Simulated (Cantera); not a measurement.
A perfectly stirred reactor is fed with CH₄ : CO₂ = 1 : 0.36 (molar parts), at 0.133 bar; it is held at 2050 K, and followed from long to short residence time.

Detailed kinetics in Cantera: GRI-Mech 3.0 (53 species, 325 reactions). GRI-Mech 3.0 stops at C3 and has no aromatics, soot or wall deposition, so with more carbon than oxygen in the feed, carbon stays in small species such as C2H2 where larger ones or solid carbon would form.

**Question.** What does this change do: temperature 2050 to 1725 K?

**Answer.** 
| quantity | before | after |
|---|---|---|
| x(CH₄) at τ = 5.10 s | 0.00159 | 0.0202 |
| x(CO₂) at τ = 5.10 s | 8.99e-5 | 0.00430 |
| x(H₂O) at τ = 5.10 s | 0.000722 | 0.0283 |
| x(CH₂CO) at τ = 5.10 s | 8.38e-7 | 9.61e-6 |
| x(O) at τ = 5.10 s | 1.46e-9 | 1.60e-10 |
| x(CH₄) at τ = 0.100 s | 0.0135 | 0.151 |
| x(CO₂) at τ = 0.100 s | 0.00412 | 0.0691 |
| x(H₂O) at τ = 0.100 s | 0.0289 | 0.0941 |
| x(CH₂CO) at τ = 0.100 s | 2.56e-5 | 4.70e-5 |
| x(O) at τ = 0.100 s | 3.63e-8 | 3.58e-10 |

**Question.** What does this change do: CH4 1 to 0.17 parts?

**Answer.** 
```tsv
quantity	before	after
x(CH₄) at τ = 5.10 s	0.00159	0.000166
x(CO₂) at τ = 5.10 s	8.99e-5	0.0699
x(H₂O) at τ = 5.10 s	0.000722	0.148
x(CH₂CO) at τ = 5.10 s	8.38e-7	1.53e-7
x(O) at τ = 5.10 s	1.46e-9	9.56e-7
x(CH₄) at τ = 0.100 s	0.0135	0.00576
x(CO₂) at τ = 0.100 s	0.00412	0.0907
x(H₂O) at τ = 0.100 s	0.0289	0.165
x(CH₂CO) at τ = 0.100 s	2.56e-5	2.67e-5
x(O) at τ = 0.100 s	3.63e-8	5.66e-7
```

**Question.** What does this change do: temperature 2050 to 1225 K?

**Answer.** 
```
quantity                   before     after
-----------------------  --------  --------
x(CH₄) at τ = 5.10 s      0.00159     0.734
x(CO₂) at τ = 5.10 s      8.99e-5     0.265
x(H₂O) at τ = 5.10 s     0.000722   4.50e-6
x(CH₂CO) at τ = 5.10 s    8.38e-7  2.98e-11
x(O) at τ = 5.10 s        1.46e-9    <1e-12
x(CH₄) at τ = 0.100 s      0.0135     0.735
x(CO₂) at τ = 0.100 s     0.00412     0.265
x(H₂O) at τ = 0.100 s      0.0289   1.44e-8
x(CH₂CO) at τ = 0.100 s   2.56e-5    <1e-12
x(O) at τ = 0.100 s       3.63e-8    <1e-12
```
